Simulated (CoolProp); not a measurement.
Computed with CoolProp (reference Helmholtz-energy equation of state, Guder 2009).

### Question
For sulfur hexafluoride, give the phase and the viscosity (µPa s), Prandtl number at -19.95 °C and 101 kPa; 186.75 °C and 101 kPa.

### Answer
- -19.95 °C and 101 kPa: gas; viscosity 13.1, Prandtl number 0.805
- 186.75 °C and 101 kPa: gas; viscosity 22.2, Prandtl number 0.760

Viscosity comes from a separate model (Quiñones-Cisneros 2012). Thermal conductivity comes from a separate model (Assael 2012).
